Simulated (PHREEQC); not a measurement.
Make-up at 5 °C: 4.8e-05 mol/kgw CaCl2, 0.004 mol/kgw Na2HPO4 and 0.00081 mol/kgw H4SiO4. Closed to the air; pH follows from the charge balance.

Equilibrium calculation in PHREEQC: ion-association model, phreeqc.dat.

Q: The ionic strength comes out as 0.0119 mol/kgw. What activity coefficients do Na+, OH-, H2PO4-, HPO4-2, PO4-3 get?

A: Na+ 0.90, OH- 0.90, H2PO4- 0.90, HPO4-2 0.66, PO4-3 0.38.

This is a speciation only: nothing precipitates in the calculation. Saturation is exceeded, for instance for Hydroxyapatite, Quartz (slow to form); the values hold only as long as no solid forms. Complexes and solids missing from the database can't appear. At this temperature some constants are extrapolated from 25 °C, and those without enthalpy data are left unchanged.
